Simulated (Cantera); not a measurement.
What does this Cantera script print?

```python
import numpy as np
import cantera as ct

gas_names = """
    H H2 Pb Pb2
""".split()
cond_names = """
    Pb(cr) Pb(L)
""".split()


# ... load() reads the species with a 1 bar reference pressure and builds the phases ...
atoms = {
    'Pb': {'Pb': 1},
    'H2': {'H': 2},
}
top_T = {}  # K; cautious upper limits of use, not melting points


# ... equilibrate(T, P, feed) seeds the gas with the atoms and calls Mixture.equilibrate('TP', solver="vcs", rtol=1e-11, max_steps=5000) ...
results = []
T = 1325  # K
P = 133.322  # Pa
for m in [0.23, 0.45, 0.88, 1.7, 3.4, 6.5, 13, 25, 48, 95]:
    feed = {'Pb': 1, 'H2': m}  # mol
    mix = equilibrate(T, P, feed)
    results.append((T, P, feed, dict(zip(mix.species_names, mix.species_moles))))
    x = sorted(zip(gas.X, gas.species_names), reverse=True)
    print(f"T = {T:g} K  P = {P:g} Pa  n(H2) = {m:g} mol  gas = {mix.phase_moles(0):.4g} mol")
    print("   x: " + "  ".join(f"{s} {v:.3e}" for v, s in x if v > 0.001))
    print("   condensed (mol): " + ("  ".join(f"{mix.phase(i).name} {mix.phase_moles(i):.4g}"
          for i in range(1, mix.n_phases) if mix.phase_moles(i) > 1e-12) or "none"))
```

It prints:

```
T = 1325 K  P = 133.322 Pa  n(H2) = 0.23 mol  gas = 1.23 mol
   x: Pb 8.130e-01  H2 1.870e-01
   condensed (mol): none
T = 1325 K  P = 133.322 Pa  n(H2) = 0.45 mol  gas = 1.45 mol
   x: Pb 6.896e-01  H2 3.103e-01
   condensed (mol): none
T = 1325 K  P = 133.322 Pa  n(H2) = 0.88 mol  gas = 1.88 mol
   x: Pb 5.319e-01  H2 4.681e-01
   condensed (mol): none
T = 1325 K  P = 133.322 Pa  n(H2) = 1.7 mol  gas = 2.7 mol
   x: H2 6.296e-01  Pb 3.704e-01
   condensed (mol): none
T = 1325 K  P = 133.322 Pa  n(H2) = 3.4 mol  gas = 4.4 mol
   x: H2 7.727e-01  Pb 2.273e-01
   condensed (mol): none
T = 1325 K  P = 133.322 Pa  n(H2) = 6.5 mol  gas = 7.5 mol
   x: H2 8.666e-01  Pb 1.333e-01
   condensed (mol): none
T = 1325 K  P = 133.322 Pa  n(H2) = 13 mol  gas = 14 mol
   x: H2 9.285e-01  Pb 7.143e-02
   condensed (mol): none
T = 1325 K  P = 133.322 Pa  n(H2) = 25 mol  gas = 26 mol
   x: H2 9.615e-01  Pb 3.846e-02
   condensed (mol): none
T = 1325 K  P = 133.322 Pa  n(H2) = 48 mol  gas = 49 mol
   x: H2 9.795e-01  Pb 2.041e-02
   condensed (mol): none
T = 1325 K  P = 133.322 Pa  n(H2) = 95 mol  gas = 96 mol
   x: H2 9.895e-01  Pb 1.042e-02
   condensed (mol): none
```

Method: chemical equilibrium by Gibbs-energy minimisation in Cantera with the NASA 1993 tables (ideal gas, pure condensed phases).
